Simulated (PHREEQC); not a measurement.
## Leach liquor: speciation

Dissolve 9.8 mmol/kgw HCl, 0.086 mmol/kgw ZnSO4 and 0.16 mmol/kgw MgSO4 at 30 °C. Closed to the air; pH follows from the charge balance.

Equilibrium calculation in PHREEQC: ion-association model, wateq4f.dat.

Each row changes one thing in this solution. This is a speciation only: nothing precipitates in the calculation.

```
case                                                pH  ionic strength (mol/kgw)  SO4-2 (mol/kgw)  HSO4- (mol/kgw)
------------------------------------------------  ----  ------------------------  ---------------  ---------------
as made                                           2.05                    0.0106         0.000142          9.99e-5
ZnSO4 from 8.6e-05 to 0.000129 mol/kgw            2.06                         ?         0.000167         0.000117
temperature from 30 to 25 °C                      2.05                    0.0106         0.000149                ?
ZnSO4 left out                                    2.05                    0.0103          9.27e-5          6.56e-5
MgSO4 replaced by Al2(SO4)3 at the same molality  2.06                         ?                ?         0.000199
MgSO4 from 0.00016 to 8e-05 mol/kgw               2.05                    0.0103          9.62e-5                ?
MgSO4 from 0.00016 to 3.2e-05 mol/kgw             2.05                    0.0102          6.84e-5          4.87e-5
```

Task: Fill in the missing entries.

Result: 
- ZnSO4 from 8.6e-05 to 0.000129 mol/kgw, ionic strength (mol/kgw): 0.0107
- temperature from 30 to 25 °C, HSO4- (mol/kgw): 9.38e-5
- MgSO4 replaced by Al2(SO4)3 at the same molality, ionic strength (mol/kgw): 0.0117
- MgSO4 replaced by Al2(SO4)3 at the same molality, SO4-2 (mol/kgw): 0.000291
- MgSO4 from 0.00016 to 8e-05 mol/kgw, HSO4- (mol/kgw): 6.81e-5
